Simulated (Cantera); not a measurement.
A perfectly stirred reactor is fed with 8.33 % C₂H₆, 91.7 % H₂, at 0.133 bar; it is held at 1650 K, and followed from long to short residence time.

Model: GRI-Mech 3.0 (53 species, 325 reactions), integrated in Cantera. GRI-Mech 3.0 stops at C3 and has no aromatics, soot or wall deposition, so with more carbon than oxygen in the feed, carbon stays in small species such as C2H2 where larger ones or solid carbon would form.

Predict: x(C₂H₆) at τ = 15.0 s; x(H₂) at τ = 15.0 s; x(H) at τ = 15.0 s; x(CH₄) at τ = 15.0 s; x(CH₃) at τ = 15.0 s; x(C₂H₆) at τ = 0.210 s; x(H₂) at τ = 0.210 s; x(H) at τ = 0.210 s; x(CH₄) at τ = 0.210 s; x(CH₃) at τ = 0.210 s.


| Quantity | Result |
|---|---|
| x(C₂H₆) at τ = 15.0 s | 1.46e-6 |
| x(H₂) at τ = 15.0 s | 0.922 |
| x(H) at τ = 15.0 s | 0.000248 |
| x(CH₄) at τ = 15.0 s | 0.0117 |
| x(CH₃) at τ = 15.0 s | 6.40e-5 |
| x(C₂H₆) at τ = 0.210 s | 5.88e-5 |
| x(H₂) at τ = 0.210 s | 0.906 |
| x(H) at τ = 0.210 s | 0.000379 |
| x(CH₄) at τ = 0.210 s | 0.0389 |
| x(CH₃) at τ = 0.210 s | 0.000331 |
